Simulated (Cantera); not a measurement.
Cantera run:

```python
import numpy as np
import cantera as ct

gas_names = [...]  # 143 gases of nasa_gas.yaml made of C, Cl, F, H, Si
cond_names = """
    C(gr) C6H6(L) C7H8(L) C8H18(L),n-octa Si(cr) Si(L) SiC(b)
""".split()


# ... load() reads the species with a 1 bar reference pressure and builds the phases ...
atoms = {
    '(CH3)2SiCl2': {'C': 2, 'H': 6, 'Si': 1, 'CL': 2},
    'C2H4': {'C': 2, 'H': 4},
    'H2': {'H': 2},
    'HF': {'H': 1, 'F': 1},
}
top_T = {'C(gr)': 4500, 'SiC(b)': 3050}  # K; cautious upper limits of use, not melting points


# ... equilibrate(T, P, feed) seeds the gas with the atoms and calls Mixture.equilibrate('TP', solver="vcs", rtol=1e-11, max_steps=5000) ...
results = []
feed = {'(CH3)2SiCl2': 1, 'C2H4': 0.31, 'H2': 530, 'HF': 0.013}  # mol
P = 133.322  # Pa
for T in [2000, 2075, 2150, 2225, 2300, 2375, 2450]:
    mix = equilibrate(T, P, feed)
    results.append((T, P, feed, dict(zip(mix.species_names, mix.species_moles))))

top = {s: max(r[3][s] / sum(r[3][g] for g in gas_names) for r in results) for s in gas_names}
cols = sorted((s for s in top if top[s] > 0.001), key=lambda s: -top[s])[:6]
seen = [c for c in cond_names if any(r[3].get(c, 0) > 1e-12 for r in results)]
print("log10 of partial pressures in bar; condensed amounts in mol")
print(f"{'T/K':>10s}" + "".join(f"{s[:9]:>10s}" for s in cols + seen))
for T, P, feed, n in results:
    ng = sum(n[g] for g in gas_names)
    print(f"{T:10.4g}" + "".join(f"{np.log10(max(n[s] / ng * P / 1e5, 1e-99)):10.3f}" for s in cols)
          + "".join(f"{n.get(c, 0):10.4g}" for c in seen))
```

Result:

```
log10 of partial pressures in bar; condensed amounts in mol
       T/K        H2         H       HCL C2H2,acet        Si        CL     C(gr)
      2000    -2.897    -4.237    -5.328    -6.012    -5.664    -6.796     1.723
      2075    -2.910    -4.029    -5.343    -5.816    -5.663    -6.594     1.229
      2150    -2.928    -3.839    -5.365    -5.641    -5.673    -6.411    0.5193
      2225    -2.955    -3.666    -5.397    -5.557    -5.686    -6.247         0
      2300    -2.993    -3.511    -5.443    -5.576    -5.698    -6.103         0
      2375    -3.045    -3.373    -5.504    -5.606    -5.717    -5.978         0
      2450    -3.115    -3.254    -5.585    -5.651    -5.741    -5.874         0
```

Equilibrium computed with Cantera from the NASA thermochemical tables; the gas is ideal and each condensed phase is pure. The feed counts by its element totals alone.
